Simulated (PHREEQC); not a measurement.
Copper plating or etch bath

Consider water at 25 °C with 0.0038 mol Cu(BF4)2 and 0.0045 mol KCl per kg of water. Closed to the air; pH follows from the charge balance.

Model: ion-association model, phreeqc.dat, run in PHREEQC.

No solid was allowed to form.

Q: Estimate the pH.

A: pH 2.95.

Q: In which forms is B present?

A: BF4- 73 %, H3BO3 15 %, BF3OH- 8.1 %, BF2(OH)2- 3.3 % of the B.

Real BF4- forms and hydrolyses slowly; the run takes it at equilibrium.
